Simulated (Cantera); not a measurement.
Input: 1 mol Cr, 3.6 mol N2, equilibrated at 2625 K and 101000 Pa.

These are equilibrium values from Cantera (NASA tables, ideal gas, pure condensed phases), not measurements of a reactor. Candidate condensed phases: Cr, CrN, Cr2N; 4 gas species. The numbers say what is thermodynamically allowed, not how fast it happens.

Base state: N2 0.824, Cr 0.176 (mole fractions); condensed: Cr(l).

Task: What changes in the equilibrium state with this change: temperature from 2625 K to 2273.15 K?

Result: 
```tsv
species	before	after
N2	0.824	0.985
Cr	0.176	0.0152
Cr(l), mol	0.233	0.944
```
